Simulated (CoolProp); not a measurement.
R13 at 334.16 K and 0.172 MPa is throttled through a valve to 0.0208 MPa with no heat exchange. Each further row changes one setting.

Values from CoolProp's reference Helmholtz-energy equation of state, Platzer 1990. This equation is an older, rougher fit.

```tsv
case	temperature change (K)	final density (kg/m³)
as stated	(withheld)	(withheld)
outlet pressure 0.00624 MPa	(withheld)	(withheld)
outlet pressure 0.027 MPa	-1.2	(withheld)
```

**Question.** Some entries are withheld; supply them.

**Answer.** 
- as stated, temperature change (K): -1.3
- as stated, final density (kg/m³): 0.786
- outlet pressure 0.00624 MPa, temperature change (K): -1.4
- outlet pressure 0.00624 MPa, final density (kg/m³): 0.236
- outlet pressure 0.027 MPa, final density (kg/m³): 1.02
